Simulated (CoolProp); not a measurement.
n-pentane along the isotherm 562.2 K: fugacity coefficient from the reference equation and from simpler models built on Tc = 469.7 K, pc = 3.368 MPa, ω = 0.251; each cubic takes its own stable root.

Model: reference Helmholtz-energy equation of state, Thol 2019, in CoolProp.

```csv
p (MPa),phase,reference
1.05,gas,0.9439
2.1,gas,0.8898
3.16,gas,0.8374
4.21,supercritical,0.7876
5.26,supercritical,0.7400
6.31,supercritical,0.6951
7.37,supercritical,0.6533
8.42,supercritical,0.6165
9.47,supercritical,0.5849
10.5,supercritical,0.5587
11.6,supercritical,0.5352
12.6,supercritical,0.5173
13.7,supercritical,0.5006
14.7,supercritical,0.4879
15.8,supercritical,0.4761
16.8,supercritical,0.4670
```

Question: How far does each simpler model (van der Waals, Redlich-Kwong, Peng-Robinson) lie from the reference over these 16 states: mean and median of the absolute difference, and the worst?

Answer: 
- van der Waals: mean 3.3 %, median 3.4 %, worst -6.1 % at 562.2 K and 8.42 MPa
- Redlich-Kwong: mean 2.9 %, median 3.1 %, worst -4.0 % at 562.2 K and 8.42 MPa
- Peng-Robinson: mean 1.7 %, median 1.6 %, worst -2.9 % at 562.2 K and 6.31 MPa
